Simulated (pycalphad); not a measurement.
An equivalent pycalphad script:

```python
from pycalphad import Database, equilibrium, calculate, variables as v
import numpy as np
db = Database('COST507.tdb')
comps = ['AL', 'SI', 'MG', 'VA']
phases = ['ALMG_BETA', 'ALMG_EPS', 'ALMG_GAMMA', 'DIAMOND_A4', 'FCC_A1', 'HCP_A3', 'LIQUID', 'MG2SI']
eq = equilibrium(db, comps, phases, {v.X('SI'): 0.0182, v.X('MG'): 0.1137, v.T: np.arange(1650, 349, -50), v.P: 101325, v.N: 1}, output=['HM', 'SM'])
```

Source of the numbers: pycalphad with the COST 507 light-alloy database (1999); pressure 1 atm. No gas phase is included, though pure Mg would boil below 1650 K. The database dates from 1999; later assessments differ in places, in temperatures and in the compounds included. Phase fractions are per mole of atoms. Kinetics are ignored, which matters at the lower temperatures.

Results at three of the temperatures:

```
T = 1150.00 K, P = 101325 Pa, N = 1 mol of atoms
G = -58770 J/mol, H = 34870 J/mol, S = 81.43 J/(mol K)  (SER reference)
chemical potentials (J/mol): Al -55327, Si -76143, Mg -82275
phase             fraction      x(Al)      x(Si)      x(Mg)
LIQUID              1.0000     0.8681     0.0182     0.1137
```

```
T = 1100.00 K, P = 101325 Pa, N = 1 mol of atoms
G = -54734 J/mol, H = 33273 J/mol, S = 80.01 J/(mol K)  (SER reference)
chemical potentials (J/mol): Al -51398, Si -70599, Mg -77661
phase             fraction      x(Al)      x(Si)      x(Mg)
LIQUID              1.0000     0.8681     0.0182     0.1137
```

```
T = 950.00 K, P = 101325 Pa, N = 1 mol of atoms
G = -43075 J/mol, H = 28482 J/mol, S = 75.32 J/(mol K)  (SER reference)
chemical potentials (J/mol): Al -40059, Si -54341, Mg -64302
phase             fraction      x(Al)      x(Si)      x(Mg)
LIQUID              1.0000     0.8681     0.0182     0.1137
```

Changes of the phase set, refined by bisection:

```csv
T (K),phases above,phases below
873.2,LIQUID,FCC_A1 + LIQUID
861.2,FCC_A1 + LIQUID,FCC_A1 + LIQUID + MG2SI
811.7,FCC_A1 + LIQUID + MG2SI,FCC_A1 + MG2SI
585.3,FCC_A1 + MG2SI,ALMG_BETA + FCC_A1 + MG2SI
```

Database names, with the compositions (at.%) that they take in these runs: MG2SI: Mg 67 Si 33; ALMG_BETA: Al 61 Mg 39. FCC_A1 is fcc.
